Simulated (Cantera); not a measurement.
Source: NASA polynomial tables (part measured, part estimated), evaluated in Cantera. Values are per mole of reaction as written; species without (g) are pure solids or liquids, kept so even where they would boil at 1 bar.

Nb + 2 NO₂(g) ⇌ 2 NO(g) + NbO₂(g), with ΔH° = -85.8 kJ and ΔS° = 177.6 J/K at 300 K.

### Question
How far is the shortcut ΔG° ≈ ΔH°(300 K) − T·ΔS°(300 K) from the full temperature-dependent value at 1348, 1448, 1548, 1648, 1748, 1848, 1948 K?

### Answer
```csv
T (K),shortcut (kJ),full (kJ),difference (kJ),difference in log10 K
1348,-325.3,-322.9,-2.4,0.09
1448,-343.1,-339.9,-3.1,0.11
1548,-360.8,-356.9,-4.0,0.13
1648,-378.6,-373.7,-4.9,0.16
1748,-396.4,-390.4,-6.0,0.18
1848,-414.1,-407.0,-7.1,0.20
1948,-431.9,-423.6,-8.3,0.22
```
The shortcut ignores the heat-capacity change of the reaction.
